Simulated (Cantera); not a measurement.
Adiabatic ignition

An adiabatic, constant-volume homogeneous reactor starts with CO : H2 : O2 : N2 = 1 : 0.25 : 0.312 : 1.17 (molar parts), equivalence ratio 2.0, at 1098 K and 1.30 bar.

Model: GRI-Mech 3.0 (53 species, 325 reactions), integrated in Cantera.

```
t (s)     T (K)  P (bar)   x CO    x H2     x O2    x H2O2      x H
--------  -----  -------  -----  ------  -------  --------  -------
8.00e-6    1098     1.30  0.366  0.0915    0.114  2.39e-12  6.81e-9
1.65e-5    1098     1.30  0.366  0.0915    0.114  2.43e-11  2.93e-8
3.39e-5    1098     1.30  0.366  0.0915    0.114  4.70e-10  3.13e-7
6.96e-5    1098     1.30  0.366  0.0914    0.114   1.12e-7  3.31e-5
0.000143   2517     2.76  0.263  0.0195   0.0140   1.50e-7   0.0219
0.000295   2882     3.08  0.253  0.0174  0.00553   1.40e-7  0.00836
0.000606   2878     3.08  0.254  0.0175  0.00509   1.34e-7  0.00812
0.00125    2873     3.07  0.254  0.0176  0.00486   1.29e-7  0.00803
0.00257    2872     3.07  0.254  0.0177  0.00482   1.29e-7  0.00801
0.00528    2872     3.07  0.254  0.0177  0.00482   1.29e-7  0.00801
0.0109     2872     3.07  0.254  0.0177  0.00482   1.29e-7  0.00801
0.0223     2872     3.07  0.254  0.0177  0.00482   1.29e-7  0.00801
0.0459     2872     3.07  0.254  0.0177  0.00482   1.29e-7  0.00801
0.0945     2872     3.07  0.254  0.0177  0.00482   1.29e-7  0.00801
0.194      2872     3.07  0.254  0.0177  0.00482   1.29e-7  0.00801
0.400      2872     3.07  0.254  0.0177  0.00482   1.29e-7  0.00801
```
x: mole fraction; the columns are a selection and need not sum to one.

```json
{
 "time_of_steepest_temperature_rise": "0.112 ms",
 "temperature at 0.400 s": "2872 K",
 "equilibrium_temperature": "2872 K",
 "x(CO) at 0.400 s": "0.254 (gas-phase equilibrium 0.254)",
 "x(H2) at 0.400 s": "0.0177 (gas-phase equilibrium 0.0177)",
 "x(O2) at 0.400 s": "0.00482 (gas-phase equilibrium 0.00482)"
}
```
